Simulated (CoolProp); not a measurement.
n-octane along the isobar 1.66 MPa: density (kg/m³) from the reference equation and from simpler models built on Tc = 295.6 °C, pc = 2.484 MPa, ω = 0.398; each cubic takes its own stable root.

Values from CoolProp's reference Helmholtz-energy equation of state, Beckmüller 2019.

```json
[
 {"T (°C)": "244.55", "phase": "liquid", "reference": "470.6", "van der Waals": "69.84", "Redlich-Kwong": "354.2", "Soave-Redlich-Kwong": "383.9", "Peng-Robinson": "434.4"},
 {"T (°C)": "252.35", "phase": "liquid", "reference": "455.4", "van der Waals": "66.08", "Redlich-Kwong": "336.7", "Soave-Redlich-Kwong": "366.5", "Peng-Robinson": "414.3"},
 {"T (°C)": "260.25", "phase": "liquid", "reference": "437.4", "van der Waals": "62.99", "Redlich-Kwong": "69.29", "Soave-Redlich-Kwong": "345.6", "Peng-Robinson": "390.4"},
 {"T (°C)": "276.05", "phase": "gas", "reference": "65.70", "van der Waals": "58.11", "Redlich-Kwong": "61.80", "Soave-Redlich-Kwong": "63.21", "Peng-Robinson": "65.59"},
 {"T (°C)": "283.85", "phase": "gas", "reference": "61.60", "van der Waals": "56.13", "Redlich-Kwong": "59.07", "Soave-Redlich-Kwong": "59.75", "Peng-Robinson": "61.87"},
 {"T (°C)": "291.75", "phase": "gas", "reference": "58.36", "van der Waals": "54.34", "Redlich-Kwong": "56.71", "Soave-Redlich-Kwong": "56.89", "Peng-Robinson": "58.81"},
 {"T (°C)": "299.65", "phase": "gas", "reference": "55.71", "van der Waals": "52.71", "Redlich-Kwong": "54.64", "Soave-Redlich-Kwong": "54.48", "Peng-Robinson": "56.23"},
 {"T (°C)": "307.45", "phase": "gas", "reference": "53.49", "van der Waals": "51.24", "Redlich-Kwong": "52.83", "Soave-Redlich-Kwong": "52.42", "Peng-Robinson": "54.04"},
 {"T (°C)": "315.35", "phase": "gas", "reference": "51.54", "van der Waals": "49.87", "Redlich-Kwong": "51.18", "Soave-Redlich-Kwong": "50.58", "Peng-Robinson": "52.08"},
 {"T (°C)": "323.25", "phase": "gas", "reference": "49.81", "van der Waals": "48.60", "Redlich-Kwong": "49.68", "Soave-Redlich-Kwong": "48.94", "Peng-Robinson": "50.34"},
 {"T (°C)": "331.15", "phase": "gas", "reference": "48.27", "van der Waals": "47.42", "Redlich-Kwong": "48.31", "Soave-Redlich-Kwong": "47.46", "Peng-Robinson": "48.78"},
 {"T (°C)": "338.95", "phase": "gas", "reference": "46.90", "van der Waals": "46.34", "Redlich-Kwong": "47.06", "Soave-Redlich-Kwong": "46.13", "Peng-Robinson": "47.37"},
 {"T (°C)": "346.85", "phase": "gas", "reference": "45.63", "van der Waals": "45.30", "Redlich-Kwong": "45.89", "Soave-Redlich-Kwong": "44.90", "Peng-Robinson": "46.07"}
]
```

At some of these states van der Waals, Redlich-Kwong gives the other phase, because its saturation line lies elsewhere.
